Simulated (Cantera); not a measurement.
Input (Python, Cantera):

```python
import numpy as np
import cantera as ct

gas = ct.Solution("gri30.yaml")
gas.TPX = 1173, 101325, {'CO': 0.01, 'O2': 0.014, 'H2O': 0.0066, 'N2': 1}
inlet = ct.Reservoir(gas, clone=True)

reactor = ct.IdealGasConstPressureReactor(gas, energy="off", clone=False)
exhaust = ct.Reservoir(gas, clone=True)
tau = [15, 6, 2.4, 0.97, 0.39, 0.15, 0.062, 0.025, 0.0099, 0.004][0]
for a, b in ((inlet, reactor), (reactor, exhaust)):
    ct.MassFlowController(a, b, mdot=lambda t: reactor.mass / tau)
net = ct.ReactorNet([reactor])
show = ['CO', 'O2', 'H2O', 'HO2', 'H2O2']

rows = []
print(f"{'tau/s':>10s}{'T/K':>9s}" + "".join(f"{s:>11s}" for s in show))
for tau in [15, 6, 2.4, 0.97, 0.39, 0.15, 0.062, 0.025, 0.0099, 0.004]:
    net.initial_time = 0.0
    net.advance(30 * tau)
    before = gas.X
    net.advance(40 * tau)
    drift = np.max(np.abs(gas.X - before) / (gas.X + 1e-9))
    rows.append([gas.T, *gas[show].X, drift])
    print(f"{tau:10.3e}{gas.T:9.1f}" + "".join(f"{x:11.3e}" for x in gas[show].X))
```

It prints:

```
     tau/s      T/K         CO         O2        H2O        HO2       H2O2
 1.500e+01   1173.0  3.974e-05  8.793e-03  6.431e-03  1.988e-07  6.577e-09
 6.000e+00   1173.0  7.499e-05  8.809e-03  6.430e-03  3.398e-07  1.126e-08
 2.400e+00   1173.0  1.410e-04  8.841e-03  6.427e-03  5.545e-07  1.911e-08
 9.700e-01   1173.0  2.613e-04  8.899e-03  6.422e-03  8.494e-07  3.154e-08
 3.900e-01   1173.0  4.802e-04  9.005e-03  6.414e-03  1.222e-06  4.999e-08
 1.500e-01   1173.0  8.931e-04  9.206e-03  6.401e-03  1.669e-06  7.523e-08
 6.200e-02   1173.0  1.549e-03  9.527e-03  6.380e-03  2.106e-06  1.006e-07
 2.500e-02   1173.0  2.631e-03  1.006e-02  6.350e-03  2.558e-06  1.231e-07
 9.900e-03   1173.0  4.251e-03  1.085e-02  6.314e-03  3.002e-06  1.363e-07
 4.000e-03   1173.0  6.206e-03  1.180e-02  6.288e-03  3.364e-06  1.350e-07
```

Detailed kinetics in Cantera: GRI-Mech 3.0 (53 species, 325 reactions).
